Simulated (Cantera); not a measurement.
Stirred combustor or abatement burner

A perfectly stirred reactor is fed with 7.01 % CH₄, 0.231 % H₂, 18.9 % O₂, 70.8 % N₂, 3.08 % CO₂, equivalence ratio 0.75, at 1.00 bar; it is adiabatic with a 773 K inlet, and is followed from long to short residence time, starting on the burning branch (τ in s: 0.09, 0.039, 0.017, 0.0072, 0.0031, 0.0013, 0.00058, 0.00025, 0.00011, 4.6e-05, 2e-05).

Computed with Cantera and GRI-Mech 3.0 (53 species, 325 reactions).

| τ (s) | T (K) | x CH₄ | x H₂ | x O₂ | x OH | x CH₃ |
|---|---|---|---|---|---|---|
| 0.090 | 2189 | 2.69e-6 | 0.000824 | 0.0471 | 0.00421 | 1.08e-6 |
| 0.039 | 2183 | 5.63e-6 | 0.000961 | 0.0476 | 0.00453 | 2.22e-6 |
| 0.017 | 2170 | 1.10e-5 | 0.00124 | 0.0481 | 0.00506 | 4.22e-6 |
| 0.0072 | 2146 | 2.08e-5 | 0.00175 | 0.0490 | 0.00590 | 7.55e-6 |
| 0.0031 | 2109 | 3.80e-5 | 0.00256 | 0.0503 | 0.00691 | 1.27e-5 |
| 0.0013 | 2057 | 7.18e-5 | 0.00369 | 0.0521 | 0.00791 | 2.18e-5 |
| 0.00058 | 1997 | 0.000135 | 0.00495 | 0.0543 | 0.00860 | 3.69e-5 |
| 0.00025 | 1926 | 0.000283 | 0.00635 | 0.0573 | 0.00885 | 6.82e-5 |
| 0.00011 | 1849 | 0.000661 | 0.00775 | 0.0620 | 0.00838 | 0.000139 |
| 4.6e-5 | 1735 | 0.00253 | 0.0102 | 0.0745 | 0.00579 | 0.000452 |
| 2.0e-5 | 773 | 0.0701 | 0.00231 | 0.189 | <1e-12 | <1e-12 |
x: mole fraction; the columns are a selection and need not sum to one.
